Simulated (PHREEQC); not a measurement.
Synthetic water in mmol/kgw, 32 °C, pH 3.54, pe 8.3:

```tsv
constituent	mmol/kgw
Na	26
K	0.27
Ca	13.8
Mg	14.8
Cl	15
S(6)	36.2
Zn	2.24
Sr	0.00888
Al	1.62
```

Valence states are taken as typed.

Model: ion-association model, phreeqc.dat, run in PHREEQC.

Precipitation was switched off in this run.

Problem. What ionic strength does the model give?

Solution. ionic strength 0.101 mol/kgw.

Problem. In which forms is Mg present?

Solution. Mg+2 55 %, MgSO4 45 % of the Mg.
